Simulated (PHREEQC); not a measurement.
Solution (5 °C): 0.13 mol/kgw CaCl2, 0.001 mol/kgw Na2SO4 and 0.052 mol/kgw KCl. Closed to the air; pH follows from the charge balance.

Model: ion-association model, wateq4f.dat, run in PHREEQC.

Precipitation was switched off in this run.

**Question.** Order these S species by the share of S that they hold, largest first: SO4-2, CaSO4, KSO4-.

**Answer.** CaSO4 (53 %), SO4-2 (45 %), KSO4- (2.4 %)

The ionic strength is 0.443 mol/kgw. Away from 25 °C the constants follow the database's enthalpies or fits; those with neither stay at their 25 °C values.
